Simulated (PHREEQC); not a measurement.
Make-up at 25 °C: 20 mmol/kgw KH2PO4 and 9.6 mmol/kgw K2HPO4. Closed to the air; pH follows from the charge balance.

Model: ion-association model, phreeqc.dat, run in PHREEQC.

The ionic strength comes out as 0.0481 mol/kgw. What activity coefficients do HPO4-2, H2PO4-, KHPO4-, K+ get?

HPO4-2 0.47, H2PO4- 0.83, KHPO4- 0.83, K+ 0.81.

No solid was allowed to form. Complexes and solids missing from the database can't appear.
